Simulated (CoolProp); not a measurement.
Vapour-liquid equilibrium of R152A (1) + isobutene (2) at 200.5 K; x and y are mole fractions of (1).

Model: multi-fluid Helmholtz-energy mixture model, Outcalt 1996 and Lemmon 2005; pair parameters Bell 2016, in CoolProp.

```
x      bubble pressure (MPa)  y at the bubble point  dew pressure at overall composition x (MPa)  liquid density (mol/L)
-----  ---------------------  ---------------------  -------------------------------------------  ----------------------
0.05                0.004052                  0.332                                     0.002970                   12.57
0.125               0.005251                      ?                                     0.003199                   12.80
0.2                 0.005964                  0.593                                     0.003465                   13.04
0.275               0.006383                  0.635                                     0.003777                   13.30
0.35                       ?                  0.661                                     0.004148                   13.57
0.425               0.006777                  0.678                                     0.004594                   13.86
0.5                        ?                  0.691                                     0.005135                   14.17
0.575                      ?                  0.704                                     0.005788                   14.49
0.65                0.006991                  0.719                                     0.006528                   14.83
0.725               0.007021                  0.740                                     0.007003                   15.20
0.8                 0.007009                  0.771                                     0.006962                   15.59
0.875               0.006913                  0.821                                     0.006755                       ?
0.95                0.006650                  0.906                                     0.006495                   16.45
```

### Question
What belongs in the gaps?

### Answer

- 0.125, y at the bubble point: 0.514
- 0.35, bubble pressure (MPa): 0.006629
- 0.5, bubble pressure (MPa): 0.006872
- 0.575, bubble pressure (MPa): 0.006940
- 0.875, liquid density (mol/L): 16.01

y crosses x between x = 0.725 and 0.8: the model has an azeotrope there.

The pair parameters rest on a limited set of measurements; away from them the model extrapolates. With so large a gap from Raoult's law the liquid may split in two, which this calculation doesn't test in full.
